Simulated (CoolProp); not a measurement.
Hexamethyldisiloxane (MM) along the isobar 4.78 MPa: fugacity coefficient from the reference equation and from simpler models built on Tc = 245.6 °C, pc = 1.931 MPa, ω = 0.418; each cubic takes its own stable root.

Computed with CoolProp (reference Helmholtz-energy equation of state, Thol 2016).

```csv
T (°C),phase,reference,Redlich-Kwong,Soave-Redlich-Kwong,Peng-Robinson
-22.65,liquid,___,0.0009300,9.733e-5,0.0001045
7.95,liquid,0.0007010,0.004148,0.0007231,0.0007385
38.45,liquid,___,___,___,0.003306
69.05,liquid,0.01085,0.03009,0.01112,0.01075
99.65,liquid,___,___,0.02879,0.02745
130.25,liquid,0.05909,___,0.06165,0.05829
160.85,liquid,___,0.1566,0.1138,0.1071
191.45,liquid,0.1757,0.2225,0.1866,0.1752
```

Problem. Some entries are withheld; supply them.

Solution. 
- -22.65, reference: 9.154e-5
- 38.45, reference: 0.003274
- 38.45, Redlich-Kwong: 0.01269
- 38.45, Soave-Redlich-Kwong: 0.003346
- 99.65, reference: 0.02788
- 99.65, Redlich-Kwong: 0.05921
- 130.25, Redlich-Kwong: 0.1015
- 160.85, reference: 0.1080
